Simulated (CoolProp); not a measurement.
Computed with CoolProp (reference Helmholtz-energy equation of state, Wu 2012).

Give the vapour pressure (kPa), liquid density (kg/m³), vapour density (kg/m³), enthalpy of vaporisation (kJ/kg) of saturated fluoroethane (R161) at -68.05, -32.85 °C.


```csv
T (°C),p (kPa),liquid density (kg/m³),vapour density (kg/m³),enthalpy of vaporisation (kJ/kg)
-68.05,19.6,859,0.557,456
-32.85,125,811,3.14,420
```
